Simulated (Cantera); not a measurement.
Charge: 1 mol HCl, 2.5 mol H2, 0.35 mol N2, held at 1827 °C and 7.70 bar.

Method: chemical equilibrium by Gibbs-energy minimisation in Cantera with the NASA 1993 tables (ideal gas, pure condensed phases). Candidate condensed phases: NH4Cl; 12 gas species. Equilibrium is a limit: real reactors are often held back by kinetics, nucleation or transport.

Base state: H2 0.649, HCl 0.259, N2 0.0908, H 0.000904, Cl 0.000266, NH3 2.08e-5 (mole fractions); condensed: gas only.

What changes in the equilibrium state with this change: pressure from 7.70 bar to 13.3 mbar?


| species | before | after |
|---|---|---|
| H2 | 0.649 | 0.633 |
| HCl | 0.259 | 0.250 |
| N2 | 0.0908 | 0.0896 |
| H | 0.000904 | 0.0215 |
| NH3 | 2.08e-5 | 3.44e-8 |
| Cl | 0.000266 | 0.00624 |
